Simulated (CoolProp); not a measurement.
Computed with CoolProp (reference Helmholtz-energy equation of state, Lemmon 2006). It is a short technical equation, of lower accuracy than the large ones.

Q: For R142b, give the phase and the speed of sound (m/s), conductivity (mW/(m K)), fugacity coefficient at 373.6 K and 3.83 MPa; 445.7 K and 22.5 MPa.

A: 
- 373.6 K and 3.83 MPa: liquid; speed of sound 356, conductivity 59.4, fugacity coefficient 0.442
- 445.7 K and 22.5 MPa: supercritical; speed of sound 421, conductivity 60.7, fugacity coefficient 0.319

Thermal conductivity comes from a separate model (Huber 2003), an estimate that may be off by 10 % or more.
